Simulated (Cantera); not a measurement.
A closed system holds: 1 mol LiOH, 0.38 mol H2O, equilibrated at 1.33 mbar.

Cantera equilibrium calculation (NASA polynomials, part measured and part estimated; ideal gas, pure solids and liquids). Candidate condensed phases: H2O, Li, LiH, LiOH, Li2O; 17 gas species. Equilibrium is a limit: real reactors are often held back by kinetics, nucleation or transport.

### Question
Which condensed phases are stable at each of these points (T (K)): 1298, 1348, 1398, 1448, 1498, 1548, 1598, 1648, 1698, 1748, 1798, 1848?

### Answer
```json
[
 {"T (K)": "1298", "condensed phases": "Li2O(s)", "Li condensed (%)": "91.9"},
 {"T (K)": "1348", "condensed phases": "Li2O(s)", "Li condensed (%)": "85.1"},
 {"T (K)": "1398", "condensed phases": "Li2O(s)", "Li condensed (%)": "73.9"},
 {"T (K)": "1448", "condensed phases": "Li2O(s)", "Li condensed (%)": "56.6"},
 {"T (K)": "1498", "condensed phases": "Li2O(s)", "Li condensed (%)": "32.2"},
 {"T (K)": "1548", "condensed phases": "Li2O(s)", "Li condensed (%)": "2.0"},
 {"T (K)": "1598", "condensed phases": "gas only", "Li condensed (%)": "0.0"},
 {"T (K)": "1648", "condensed phases": "gas only", "Li condensed (%)": "0.0"},
 {"T (K)": "1698", "condensed phases": "gas only", "Li condensed (%)": "0.0"},
 {"T (K)": "1748", "condensed phases": "gas only", "Li condensed (%)": "0.0"},
 {"T (K)": "1798", "condensed phases": "gas only", "Li condensed (%)": "0.0"},
 {"T (K)": "1848", "condensed phases": "gas only", "Li condensed (%)": "0.0"}
]
```

From 1298 K to 1548 K the condensed part is Li2O(s). From 1598 K to 1848 K nothing is condensed.
